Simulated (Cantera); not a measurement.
Feed: 1 mol CaCO3, 0.91 mol H2, 0.21 mol H2O, equilibrated at 1827 °C and 2.70 mbar.

Cantera equilibrium calculation (NASA polynomials, part measured and part estimated; ideal gas, pure solids and liquids). Candidate condensed phases: C, C6H6, C7H8, C8H18, Ca, CaCO3, CaO, Ca(OH)2, H2O; 115 gas species. Rates play no part.

Base state: H2O 0.377, CO 0.290, CO2 0.173, H2 0.128, H 0.0214, OH 0.00753, O2 0.00113, O 0.000901 (mole fractions); condensed: CaO(s).

Question: What changes in the equilibrium state with this change: temperature from 1827 °C to 1625 °C?

Answer: 
```json
[
 {"species": "H2O", "before": "0.377", "after": "0.383"},
 {"species": "CO", "before": "0.290", "after": "0.285"},
 {"species": "CO2", "before": "0.173", "after": "0.185"},
 {"species": "H", "before": "0.0214", "after": "0.00564"},
 {"species": "H2", "before": "0.128", "after": "0.140"},
 {"species": "Ca(OH)2", "before": "8.06e-5", "after": "1.69e-5"},
 {"species": "O2", "before": "0.00113", "after": "4.52e-5"},
 {"species": "Ca", "before": "6.47e-5", "after": "2.69e-6"},
 {"species": "O", "before": "0.000901", "after": "3.80e-5"},
 {"species": "CaOH", "before": "9.14e-5", "after": "7.61e-6"},
 {"species": "CaO(s), mol", "before": "0.999", "after": "1.000"}
]
```
